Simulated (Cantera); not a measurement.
A closed system holds: 1 mol SiCl4, 0.19 mol N2O, 47 mol H2, equilibrated at 1923.15 K and 4.30 mbar.

Method: chemical equilibrium by Gibbs-energy minimisation in Cantera with the NASA 1993 tables (ideal gas, pure condensed phases). The tables' values for SiCl, SiCl3 are old estimates; treat these amounts as uncertain. Gases not in the tables: Si2H6 and higher silanes. Equilibrium is a limit: real reactors are often held back by kinetics, nucleation or transport.

```tsv
species	before	after
H2	0.904	0.919
HCl	0.0587	0.0599
SiCl2	0.01000	0.0103
H	0.0137	0.00248
Si	0.00395	0.000127
Si2	3.38e-5	1.09e-6
SiCl3	1.23e-5	7.13e-5
SiH	0.000202	3.65e-5
SiCl	0.000698	0.000127
Cl	0.000667	0.000121
SiH2	6.09e-5	6.19e-5
Si(l), mol	0.0589	0.281
```
Gas species are given as mole fractions.

Which change was made?
A) temperature from 1923.15 K to 775 K
B) pressure from 4.30 mbar to 1.60 mbar
C) pressure from 4.30 mbar to 1.00 bar
D) pressure from 4.30 mbar to 0.133 bar

D, pressure from 4.30 mbar to 0.133 bar
